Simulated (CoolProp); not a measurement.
The fluid at 426.95 K and 7.04 MPa flows at 1 m/s in a round tube of 10 mm bore and 1.5 µm roughness, fully developed (64/Re and Nu = 3.66 if laminar; Colebrook and Gnielinski if turbulent). The same conditions are run with several fluids, on thermodynamics alone (safety and materials aside).

The numbers come from the reference Helmholtz-energy equation of state of each fluid (c-C4F8 (RC318): Platzer 1990; C3F8 (R218): Lemmon 2006; nitrogen: Span 2000; R124: de Vries 1995; R152A: Outcalt 1996) in CoolProp. The equations of Platzer and Polt are older, rougher fits.

```
fluid           Reynolds number  Darcy friction factor  pressure drop (Pa/m)  heat-transfer coefficient (W/(m² K))  mass flow (kg/h)
--------------  ---------------  ---------------------  --------------------  ------------------------------------  ----------------
c-C4F8 (RC318)           118000                 0.0182                   807                                  1860               250
C3F8 (R218)              154000                 0.0174                   506                                  1390               164
nitrogen                  22500                 0.0255                  69.0                                   210              15.3
R124                     124000                 0.0181                   661                                  2040               207
R152A                    107000                 0.0185                   251                                  1620              76.5
```

Transport values come from each fluid's own correlations; those of c-C4F8 (RC318), C3F8 (R218), R124, R152A are estimates that may be off by 10 % or more.
